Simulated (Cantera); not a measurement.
Feed: 1 mol CuO, 0.75 mol CO, 2.4 mol N₂, at 37.0 Pa.

Method: chemical equilibrium by Gibbs-energy minimisation in Cantera with the NASA 1993 tables (ideal gas, pure condensed phases). Candidate condensed phases: C, Cu, CuO, Cu₂O; 27 gas species. Mutual solubility and eutectic melting of coexisting phases are not modelled. The numbers say what is thermodynamically allowed, not how fast it happens.

Q: At 1100 K, list the 3 most abundant gas species with their mole fractions, and the condensed phases.

A: N₂ 0.762, CO₂ 0.238, O₂ 1.10e-5. Condensed: Cu(s) + Cu₂O(s).
